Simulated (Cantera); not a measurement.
Charge: 1 mol Cu2O, 3.9 mol CO, held at 13.3 mbar.

Equilibrium computed with Cantera from the NASA thermochemical tables; the gas is ideal and each condensed phase is pure. Candidate condensed phases: C, Cu, CuO, Cu2O; 15 gas species. Rates play no part.

Task: At 1575 K, list the 3 most abundant gas species with their mole fractions, and the condensed phases.

Result: CO 0.742, CO2 0.256, Cu 0.00205. Condensed: Cu(l).
